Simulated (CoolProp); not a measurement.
The fluid at 275.12 K and 2.52 MPa (gas) is heated at constant pressure to 445.6 K. The same conditions are run with several fluids, on thermodynamics alone (safety and materials aside).

Computed with CoolProp (reference Helmholtz-energy equation of state of each fluid (oxygen: Schmidt 1985; CF4 (R14): Platzer 1990; methane: Setzmann 1991; dry air: Lemmon 2000)). The equations of Platzer and Polt are older, rougher fits. Blends and air are pseudo-pure fits.

Rank oxygen, CF4 (R14), methane, dry air by heat (kJ/kg), highest first.

methane (429), dry air (177), oxygen (164), CF4 (R14) (139)

```
fluid      final density (kg/m³)
---------  ---------------------
oxygen                      21.7
CF4 (R14)                   60.4
methane                     11.0
dry air                     19.6
```

Above 300 K oxygen's equation is extrapolated.
